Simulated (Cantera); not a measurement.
What does this Cantera script print?

```python
import numpy as np
import cantera as ct

gas_names = """
    H HO2 H2 H2O H2O2 O OH O2 O3 Pb PbO Pb2
""".split()
cond_names = """
    H2O(s) H2O(L) Pb(cr) Pb(L) PbO(rd) PbO(yw) PbO(L) PbO2(s) Pb3O4(s)
""".split()


# ... load() reads the species with a 1 bar reference pressure and builds the phases ...
atoms = {
    'Pb': {'Pb': 1},
    'O2': {'O': 2},
    'H2': {'H': 2},
}
top_T = {'Pb3O4(s)': 820}  # K; cautious upper limits of use, not melting points


# ... equilibrate(T, P, feed) seeds the gas with the atoms and calls Mixture.equilibrate('TP', solver="vcs", rtol=1e-11, max_steps=5000) ...
results = []
feed = {'Pb': 1, 'O2': 2.6, 'H2': 3.3}  # mol
for P in [10, 41, 160, 670, 2700, 11000, 45000, 180000, 740000, 3000000]:
    for T in [723, 798, 873, 948, 1023, 1098, 1173, 1248, 1323, 1398, 1473, 1548, 1623, 1698]:
        mix = equilibrate(T, P, feed)
        results.append((T, P, feed, dict(zip(mix.species_names, mix.species_moles))))

for T, P, feed, n in results:
    print(f"{T:7g} {P:10.4g}  " + (" + ".join(c for c in cond_names if n.get(c, 0) > 1e-12) or "gas only"))
```

Result:

```
    723         10  PbO(rd)
    798         10  PbO(yw)
    873         10  PbO(yw)
    948         10  PbO(yw)
   1023         10  PbO(yw)
   1098         10  PbO(yw)
   1173         10  gas only
   1248         10  gas only
   1323         10  gas only
   1398         10  gas only
   1473         10  gas only
   1548         10  gas only
   1623         10  gas only
   1698         10  gas only
    723         41  PbO(rd)
    798         41  PbO(yw)
    873         41  PbO(yw)
    948         41  PbO(yw)
   1023         41  PbO(yw)
   1098         41  PbO(yw)
   1173         41  PbO(L)
   1248         41  gas only
   1323         41  gas only
   1398         41  gas only
   1473         41  gas only
   1548         41  gas only
   1623         41  gas only
   1698         41  gas only
    723        160  PbO(rd)
    798        160  PbO(yw)
    873        160  PbO(yw)
    948        160  PbO(yw)
   1023        160  PbO(yw)
   1098        160  PbO(yw)
   1173        160  PbO(L)
   1248        160  PbO(L)
   1323        160  gas only
   1398        160  gas only
   1473        160  gas only
   1548        160  gas only
   1623        160  gas only
   1698        160  gas only
    723        670  PbO(rd)
    798        670  PbO(yw)
    873        670  PbO(yw)
    948        670  PbO(yw)
   1023        670  PbO(yw)
   1098        670  PbO(yw)
   1173        670  PbO(L)
   1248        670  PbO(L)
   1323        670  PbO(L)
   1398        670  gas only
   1473        670  gas only
   1548        670  gas only
   1623        670  gas only
   1698        670  gas only
    723       2700  PbO(rd)
    798       2700  PbO(yw)
    873       2700  PbO(yw)
    948       2700  PbO(yw)
   1023       2700  PbO(yw)
   1098       2700  PbO(yw)
   1173       2700  PbO(L)
   1248       2700  PbO(L)
   1323       2700  PbO(L)
   1398       2700  PbO(L)
   1473       2700  gas only
   1548       2700  gas only
   1623       2700  gas only
   1698       2700  gas only
    723    1.1e+04  PbO(rd)
    798    1.1e+04  PbO(yw)
    873    1.1e+04  PbO(yw)
    948    1.1e+04  PbO(yw)
   1023    1.1e+04  PbO(yw)
   1098    1.1e+04  PbO(yw)
   1173    1.1e+04  PbO(L)
   1248    1.1e+04  PbO(L)
   1323    1.1e+04  PbO(L)
   1398    1.1e+04  PbO(L)
   1473    1.1e+04  PbO(L)
   1548    1.1e+04  PbO(L)
   1623    1.1e+04  gas only
   1698    1.1e+04  gas only
    723    4.5e+04  PbO(rd)
    798    4.5e+04  PbO(yw)
    873    4.5e+04  PbO(yw)
    948    4.5e+04  PbO(yw)
   1023    4.5e+04  PbO(yw)
   1098    4.5e+04  PbO(yw)
   1173    4.5e+04  PbO(L)
   1248    4.5e+04  PbO(L)
   1323    4.5e+04  PbO(L)
   1398    4.5e+04  PbO(L)
   1473    4.5e+04  PbO(L)
   1548    4.5e+04  PbO(L)
   1623    4.5e+04  PbO(L)
   1698    4.5e+04  PbO(L)
    723    1.8e+05  PbO(rd)
    798    1.8e+05  PbO(yw)
    873    1.8e+05  PbO(yw)
    948    1.8e+05  PbO(yw)
   1023    1.8e+05  PbO(yw)
   1098    1.8e+05  PbO(yw)
   1173    1.8e+05  PbO(L)
   1248    1.8e+05  PbO(L)
   1323    1.8e+05  PbO(L)
   1398    1.8e+05  PbO(L)
   1473    1.8e+05  PbO(L)
   1548    1.8e+05  PbO(L)
   1623    1.8e+05  PbO(L)
   1698    1.8e+05  PbO(L)
    723    7.4e+05  PbO(rd)
    798    7.4e+05  PbO(yw)
    873    7.4e+05  PbO(yw)
    948    7.4e+05  PbO(yw)
   1023    7.4e+05  PbO(yw)
   1098    7.4e+05  PbO(yw)
   1173    7.4e+05  PbO(L)
   1248    7.4e+05  PbO(L)
   1323    7.4e+05  PbO(L)
   1398    7.4e+05  PbO(L)
   1473    7.4e+05  PbO(L)
   1548    7.4e+05  PbO(L)
   1623    7.4e+05  PbO(L)
   1698    7.4e+05  PbO(L)
    723      3e+06  PbO(rd) + Pb3O4(s)
    798      3e+06  PbO(yw)
    873      3e+06  PbO(yw)
    948      3e+06  PbO(yw)
   1023      3e+06  PbO(yw)
   1098      3e+06  PbO(yw)
   1173      3e+06  PbO(L)
   1248      3e+06  PbO(L)
   1323      3e+06  PbO(L)
   1398      3e+06  PbO(L)
   1473      3e+06  PbO(L)
   1548      3e+06  PbO(L)
   1623      3e+06  PbO(L)
   1698      3e+06  PbO(L)
```

Method: chemical equilibrium by Gibbs-energy minimisation in Cantera with the NASA 1993 tables (ideal gas, pure condensed phases).
